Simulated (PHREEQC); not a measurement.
## Leach liquor (model solution)

Consider water at 25 °C with 0.0018 mol H2SO4 and 0.012 mol Li2SO4 per kg of water. It is in equilibrium with CO2 at log p = 0 (atm). Otherwise closed; pH follows from the charge balance.

Equilibrium calculation in PHREEQC: ion-association model, wateq4f.dat.

Each row changes one thing in this solution. No solid was allowed to form.

| case | pH | ionic strength (mol/kgw) | SO4-2 (mol/kgw) | HSO4- (mol/kgw) | LiSO4- (mol/kgw) | HCO3- (mol/kgw) |
|---|---|---|---|---|---|---|
| as made | 2.71 | 0.0375 | 0.0118 | 0.00135 | 0.000609 | 9.14e-6 |
| Li2SO4 from 0.012 to 0.0024 mol/kgw | 2.57 | 0.0112 | 0.00349 | 0.000662 | 4.75e-5 | … |
| Li2SO4 replaced by LiOH at the same molality | 5.70 | 0.0137 | 0.00174 | 2.42e-7 | 5.74e-5 | 0.00840 |
| Li2SO4 from 0.012 to 0.006 mol/kgw | 2.63 | 0.0210 | … | 0.000990 | 0.000197 | 7.45e-6 |
| temperature from 25 to 55 °C | 2.84 | 0.0364 | 0.0113 | 0.00192 | 0.000566 | … |
| diluted 10-fold with water | 3.46 | 0.00409 | 0.00133 | 3.67e-5 | 1.06e-5 | 4.66e-5 |
| H2SO4 left out | 4.00 | 0.0349 | 0.0113 | 6.60e-5 | 0.000595 | 0.000180 |
| H2SO4 from 0.0018 to 0.00036 mol/kgw | 3.38 | 0.0354 | 0.0115 | … | 0.000600 | 4.27e-5 |
| Li2SO4 from 0.012 to 0.0132 mol/kgw | 2.72 | 0.0408 | 0.0129 | 0.00140 | 0.000712 | 9.46e-6 |

Problem. Some entries are withheld; supply them.

Solution. 
- Li2SO4 from 0.012 to 0.0024 mol/kgw, HCO3- (mol/kgw): 6.27e-6
- Li2SO4 from 0.012 to 0.006 mol/kgw, SO4-2 (mol/kgw): 0.00661
- temperature from 25 to 55 °C, HCO3- (mol/kgw): 7.58e-6
- H2SO4 from 0.0018 to 0.00036 mol/kgw, HSO4- (mol/kgw): 0.000281

Species that the database lacks are ignored. At this temperature some constants are extrapolated from 25 °C, and those without enthalpy data are left unchanged.
